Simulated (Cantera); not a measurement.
An adiabatic, constant-volume homogeneous reactor starts with C3H8 : O2 : N2 = 1 : 10.6 : 40 (molar parts), at 1525 K and 7.10 bar. Integrator tolerance rtol = 1e-08.

Computed with Cantera and GRI-Mech 3.0 (53 species, 325 reactions). GRI-Mech 3.0 was tuned for natural gas; its chemistry of propane as a main component is partial and can be far from experiment.

Question: What does this change do: initial temperature 1525 to 1725 K?

Answer: 
```json
[
 {"quantity": "time of steepest temperature rise", "before": "17.3 µs", "after": "3.81 µs"},
 {"quantity": "temperature at 0.400 s", "before": "2650 K", "after": "2769 K"},
 {"quantity": "equilibrium temperature", "before": "2650 K", "after": "2769 K"},
 {"quantity": "x(C3H8) at 0.400 s", "before": "<1e-12 (gas-phase equilibrium <1e-12)", "after": "<1e-12 (gas-phase equilibrium <1e-12)"},
 {"quantity": "x(O2) at 0.400 s", "before": "0.0951 (gas-phase equilibrium 0.0951)", "after": "0.0931 (gas-phase equilibrium 0.0931)"},
 {"quantity": "x(NO) at 0.400 s", "before": "0.0194 (gas-phase equilibrium 0.0194)", "after": "0.0228 (gas-phase equilibrium 0.0228)"},
 {"quantity": "x(CO) at 0.400 s", "before": "0.00377 (gas-phase equilibrium 0.00377)", "after": "0.00642 (gas-phase equilibrium 0.00642)"},
 {"quantity": "x(NO2) at 0.400 s", "before": "3.55e-5 (gas-phase equilibrium 3.55e-5)", "after": "3.59e-5 (gas-phase equilibrium 3.59e-5)"},
 {"quantity": "x(HCO) at 0.400 s", "before": "2.01e-9 (gas-phase equilibrium 2.01e-9)", "after": "5.73e-9 (gas-phase equilibrium 5.73e-9)"},
 {"quantity": "x(CH3) at 0.400 s", "before": "<1e-12 (gas-phase equilibrium <1e-12)", "after": "<1e-12 (gas-phase equilibrium <1e-12)"}
]
```

Question: What does this change do: 0.38 parts H2 added?

Answer: 
```json
[
 {"quantity": "time of steepest temperature rise", "before": "17.3 µs", "after": "15.5 µs"},
 {"quantity": "temperature at 0.400 s", "before": "2650 K", "after": "2681 K"},
 {"quantity": "equilibrium temperature", "before": "2650 K", "after": "2681 K"},
 {"quantity": "x(C3H8) at 0.400 s", "before": "<1e-12 (gas-phase equilibrium <1e-12)", "after": "<1e-12 (gas-phase equilibrium <1e-12)"},
 {"quantity": "x(O2) at 0.400 s", "before": "0.0951 (gas-phase equilibrium 0.0951)", "after": "0.0909 (gas-phase equilibrium 0.0909)"},
 {"quantity": "x(NO) at 0.400 s", "before": "0.0194 (gas-phase equilibrium 0.0194)", "after": "0.0198 (gas-phase equilibrium 0.0198)"},
 {"quantity": "x(CO) at 0.400 s", "before": "0.00377 (gas-phase equilibrium 0.00377)", "after": "0.00437 (gas-phase equilibrium 0.00437)"},
 {"quantity": "x(NO2) at 0.400 s", "before": "3.55e-5 (gas-phase equilibrium 3.55e-5)", "after": "3.47e-5 (gas-phase equilibrium 3.47e-5)"},
 {"quantity": "x(HCO) at 0.400 s", "before": "2.01e-9 (gas-phase equilibrium 2.01e-9)", "after": "2.85e-9 (gas-phase equilibrium 2.85e-9)"},
 {"quantity": "x(CH3) at 0.400 s", "before": "<1e-12 (gas-phase equilibrium <1e-12)", "after": "<1e-12 (gas-phase equilibrium <1e-12)"}
]
```
